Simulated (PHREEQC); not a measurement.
PHREEQC input (ion-association model, wateq4f.dat):

```
SOLUTION_MASTER_SPECIES
  An  An-  0  An  62.0  # stands for a non-complexing anion
SOLUTION_SPECIES
  An- = An-
    -log_k 0
    -gamma 3.0 0
PHASES
  Fix_H+
    H+ = H+
    -log_k 0
SOLUTION 1
  temp 25
  units mmol/kgw
  pH 7 charge
  Cl 0.0053
  Ni 0.0024
  Sr 0.00025
  Na 300
  An 300
END
SELECTED_OUTPUT 1
  -reset false
  -pH true
  -pe true
  -ionic_strength true
  -water true
  -totals Cl Na Ni Sr
  -molalities Hfo_wOH Hfo_wOH2+ Hfo_wO- Hfo_sOH Hfo_sOH2+ Hfo_sO- Hfo_sOHSr+2 Hfo_wOSr+ Hfo_wOSrOH Hfo_sONi+
    Hfo_wONi+
  -saturation_indices Ni(OH)2 Halite
USER_PUNCH 1
  -headings sigma psi
  10 PUNCH EDL("sigma", "Hfo"), EDL("psi", "Hfo")
PRINT
  -reset false
USE solution 1
SURFACE 1
  Hfo_wOH 5.16854e-05 600 0.023
  Hfo_sOH 1.29213e-06
EQUILIBRIUM_PHASES 1
  Fix_H+ -3 HAn 10
    -force_equality true
  O2(g) -0.68 10
END
# ... the last block is repeated for the other 12 points of pH, with NaOH or the acid as the point needs
```

Selected output (columns that matter, 13 of 13 rows; pH added in front):

```
pH	mu	Na	Ni	Sr	m_Hfo_wOH	m_Hfo_wOH2+	m_Hfo_wO-	m_Hfo_sOH	m_Hfo_sOH2+	m_Hfo_sO-	si_Ni(OH)2	si_Halite	sigma	psi
3	0.30131	0.3	2.4e-06	2.5e-07	3.4901e-07	5.1336e-05	5.4357e-11	8.7252e-09	1.2834e-06	1.3589e-12	-10.967	-7.6878	0.36793	0.12555
3.67	0.30031	0.3	2.4e-06	2.5e-07	1.5284e-06	5.0156e-05	1.067e-09	3.8211e-08	1.2539e-06	2.6676e-11	-9.6271	-7.6875	0.35946	0.12446
4.33	0.30009	0.3	2.4e-06	2.5e-07	5.4746e-06	4.6196e-05	1.4863e-08	1.3686e-07	1.1549e-06	3.7156e-10	-8.3071	-7.6875	0.33098	0.12031
5	0.30004	0.3	2.3992e-06	2.5e-07	1.3917e-05	3.765e-05	1.1785e-07	3.4772e-07	9.4068e-07	2.9445e-09	-6.9672	-7.6875	0.269	0.1099
5.67	0.30002	0.3	2.3872e-06	2.5e-07	2.412e-05	2.7072e-05	4.9232e-07	5.9733e-07	6.7042e-07	1.2192e-08	-5.6294	-7.6875	0.19055	0.092867
6.33	0.30002	0.3	2.2472e-06	2.4998e-07	3.2226e-05	1.8139e-05	1.3115e-06	7.1593e-07	4.0299e-07	2.9137e-08	-4.3357	-7.6875	0.12135	0.071554
7	0.30001	0.3	1.5972e-06	2.4992e-07	3.7289e-05	1.1552e-05	2.7574e-06	4.1612e-07	1.2892e-07	3.077e-08	-3.1442	-7.6875	0.067798	0.04726
7.67	0.30001	0.3	7.2598e-07	2.4982e-07	3.9109e-05	7.1354e-06	4.9105e-06	1.1365e-07	2.0736e-08	1.427e-08	-2.1475	-7.6875	0.02731	0.021228
8.33	0.30001	0.30001	1.1491e-07	2.4912e-07	3.8497e-05	4.3987e-06	7.7184e-06	5.8865e-08	6.7261e-09	1.1802e-08	-1.6324	-7.6874	-0.0072583	-0.0057915
9	0.30002	0.30003	1.0248e-08	2.4244e-07	3.6374e-05	2.6356e-06	1.15e-05	5.0871e-08	3.686e-09	1.6083e-08	-1.3704	-7.6874	-0.045271	-0.033724
9.67	0.30008	0.30009	1.5978e-09	1.9967e-07	3.1978e-05	1.3687e-06	1.7115e-05	4.3008e-08	1.8409e-09	2.3018e-08	-1.0757	-7.6874	-0.092939	-0.059835
10.33	0.30033	0.30034	1.8428e-09	9.678e-08	2.472e-05	5.5809e-07	2.5083e-05	3.1836e-08	7.1875e-10	3.2305e-08	-0.6768	-7.687	-0.15348	-0.082443
11	0.30149	0.30151	1.1167e-08	2.9369e-08	1.5166e-05	1.5062e-07	3.4985e-05	1.9996e-08	1.9859e-10	4.6127e-08	-0.1147	-7.6856	-0.22535	-0.10098
```

The oxide is taken as insoluble; below pH 4 it would dissolve.
